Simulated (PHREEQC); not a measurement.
Solution (20 °C): 0.0047 mol/kgw H2SO4, 0.075 mol/kgw NaCl and 0.25 mol/kgw NaHS. Closed to the air; pH follows from the charge balance.

The numbers come from PHREEQC with the ion-association model, wateq4f.dat.

Each row changes one thing in this solution. No solid was allowed to form.

```csv
case,pH,ionic strength (mol/kgw),HS- (mol/kgw),H2S (mol/kgw)
as made,8.21,0.327,0.241,0.00941
NaCl from 0.075 to 0.015 mol/kgw,8.23,0.267,0.241,0.00941
diluted 10-fold with water,8.34,0.0329,0.0241,0.000942
NaCl from 0.075 to 0.0825 mol/kgw,8.21,0.335,0.241,0.00941
temperature from 20 to 65 °C,7.78,0.327,0.240,0.00947
H2SO4 left out,9.69,0.325,0.249,0.000324
H2SO4 from 0.0047 to 0.0094 mol/kgw,7.89,0.329,0.231,0.0188
NaCl left out,8.23,0.252,0.241,0.00941
diluted 5-fold with water,8.31,0.0657,0.0481,0.00188
```

Constants without temperature data keep their 25 °C values here. The polysulfide entries of wateq4f.dat were taken out for this run.
